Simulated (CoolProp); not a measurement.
Model: reference Helmholtz-energy equation of state, Lemmon 2016, in CoolProp.

Task: Give the vapour pressure (MPa), liquid cp (kJ/(kg K)), vapour Z, liquid viscosity (µPa s) of saturated R227EA at 259.6, 352 K.

Result: 
```csv
T (K),p (MPa),liquid cp (kJ/(kg K)),vapour Z,liquid viscosity (µPa s)
259.6,0.114,1.08,0.947,401
352,1.81,1.57,0.620,104
```

Viscosity comes from a separate model (Huber 2003), an estimate that may be off by 10 % or more.
